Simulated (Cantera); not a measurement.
Feed: 1 mol SiC, 3.4 mol H₂O, 340 mol H₂, equilibrated at 95.0 Pa.

Equilibrium computed with Cantera from the NASA thermochemical tables; the gas is ideal and each condensed phase is pure. Candidate condensed phases: C, C₆H₆, C₇H₈, C₈H₁₈, H₂O, Si, SiC, SiO₂; 123 gas species. The tables hold silica as quartz up to 1696 K and as liquid above; real silica turns to tridymite and cristobalite and melts near 1996 K. The numbers say what is thermodynamically allowed, not how fast it happens.

Task: Which condensed phases are stable at each of these points (T (°C)): 727, 927, 1127, 1327, 1527, 1727, 1927?

Result: 
| T (°C) | condensed phases | Si condensed (%) |
|---|---|---|
| 727 | SiO₂(β-quartz) | 100.0 |
| 927 | SiO₂(β-quartz) | 100.0 |
| 1127 | SiO₂(β-quartz) | 97.7 |
| 1327 | gas only | 0.0 |
| 1527 | gas only | 0.0 |
| 1727 | gas only | 0.0 |
| 1927 | gas only | 0.0 |

From 727 °C to 1127 °C the condensed part is SiO₂(β-quartz). From 1327 °C to 1927 °C nothing is condensed.
